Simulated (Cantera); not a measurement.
A perfectly stirred reactor is fed with H2 : O2 = 0.13 : 1 (molar parts), at 1.28 Torr; it is held at 925 K, and followed from long to short residence time.

Computed with Cantera and GRI-Mech 3.0 (53 species, 325 reactions). Radical loss at walls, strong at low pressure, is not modelled. Below about 950 K walls govern HO2 and H2O2 in real vessels. The temperature is held fixed by assumption; the heat of reaction is taken as removed at once.

What does this change do: pressure from 1.28 Torr to 3.45 Torr?


| quantity | before | after |
|---|---|---|
| x(H2) at τ = 26.0 s | 0.000470 | 0.000312 |
| x(O2) at τ = 26.0 s | 0.876 | 0.877 |
| x(OH) at τ = 26.0 s | 0.000469 | 0.000235 |
| x(HO2) at τ = 26.0 s | 1.22e-6 | 1.97e-6 |
| x(H2O) at τ = 26.0 s | 0.121 | 0.122 |
| x(H2) at τ = 0.480 s | 0.00486 | 0.00313 |
| x(O2) at τ = 0.480 s | 0.856 | 0.871 |
| x(OH) at τ = 0.480 s | 0.00184 | 0.00108 |
| x(HO2) at τ = 0.480 s | 1.86e-6 | 4.62e-6 |
| x(H2O) at τ = 0.480 s | 0.105 | 0.116 |

What does this change do: H2 0.13 to 0.29 parts?


| quantity | before | after |
|---|---|---|
| x(H2) at τ = 26.0 s | 0.000470 | 0.000887 |
| x(O2) at τ = 26.0 s | 0.876 | 0.745 |
| x(OH) at τ = 26.0 s | 0.000469 | 0.000634 |
| x(HO2) at τ = 26.0 s | 1.22e-6 | 2.06e-6 |
| x(H2O) at τ = 26.0 s | 0.121 | 0.251 |
| x(H2) at τ = 0.480 s | 0.00486 | 0.00936 |
| x(O2) at τ = 0.480 s | 0.856 | 0.723 |
| x(OH) at τ = 0.480 s | 0.00184 | 0.00250 |
| x(HO2) at τ = 0.480 s | 1.86e-6 | 2.76e-6 |
| x(H2O) at τ = 0.480 s | 0.105 | 0.219 |
